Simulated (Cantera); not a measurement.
An isothermal, constant-pressure homogeneous reactor starts with N2O : H2O = 1 : 0.066 (molar parts), at 1050 K and 4.80 Torr.

Computed with Cantera and GRI-Mech 3.0 (53 species, 325 reactions). GRI-Mech 3.0 was tuned for natural gas; its chemistry of N2O as a main component is partial and can be far from experiment. Radical loss at walls, strong at low pressure, is not modelled. The mechanism lacks the step 2 NO + O2 → 2 NO2, which can matter for NO2 below about 1400 K. The temperature is held fixed by assumption; the heat of reaction is taken as removed at once.

### Question
Predict: x(N2O) at 200 s; x(H2O) at 200 s; x(H2O2) at 200 s; x(NO2) at 200 s; x(NO) at 200 s; x(H2) at 200 s; x(O) at 200 s.

### Answer
```json
{
 "x(N2O) at 200 s": "0.885 (gas-phase equilibrium 3.33e-10)",
 "x(H2O) at 200 s": "0.0608 (gas-phase equilibrium 0.0421)",
 "x(H2O2) at 200 s": "2.48e-9 (gas-phase equilibrium 9.88e-12)",
 "x(NO2) at 200 s": "0.000388 (gas-phase equilibrium 2.24e-7)",
 "x(NO) at 200 s": "0.00122 (gas-phase equilibrium 5.89e-5)",
 "x(H2) at 200 s": "4.09e-9 (gas-phase equilibrium 3.39e-10)",
 "x(O) at 200 s": "1.29e-7 (gas-phase equilibrium 4.75e-9)"
}
```
